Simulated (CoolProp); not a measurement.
Saturation properties of m-xylene (Tc = 616.9 K, pc = 35.35 bar, ω = 0.326).

Values from CoolProp's reference Helmholtz-energy equation of state, Zhou 2012.

| T (K) | p (bar) | vapour density (kg/m³) | enthalpy of vaporisation (kJ/kg) | surface tension (mN/m) | vapour viscosity (µPa s) |
|---|---|---|---|---|---|
| 442.3 | 2.132 | 6.638 | 321.0 | 13.2 | 9.50 |
| 455.3 | ___ | 8.743 | 312.1 | 12.0 | ___ |
| 468.3 | 3.718 | 11.35 | 302.5 | 10.8 | 10.1 |
| 481.3 | 4.788 | 14.56 | ___ | 9.61 | 10.4 |
| 494.4 | 6.087 | 18.52 | ___ | 8.46 | 10.7 |
| 507.4 | 7.625 | 23.32 | 269.5 | 7.35 | 11.1 |
| 520.4 | 9.439 | 29.20 | 256.6 | 6.27 | ___ |
| 533.4 | ___ | 36.41 | 242.4 | 5.23 | 11.8 |

Q: Some entries are withheld; supply them.

A: 
- 455.3, p (bar): 2.841
- 455.3, vapour viscosity (µPa s): 9.79
- 481.3, enthalpy of vaporisation (kJ/kg): 292.4
- 494.4, enthalpy of vaporisation (kJ/kg): 281.4
- 520.4, vapour viscosity (µPa s): 11.4
- 533.4, p (bar): 11.56

It boils at 412.2 K under 1 atm.

Viscosity comes from a separate model (Cao 2016). Surface tension comes from a separate correlation (Mulero 2014).
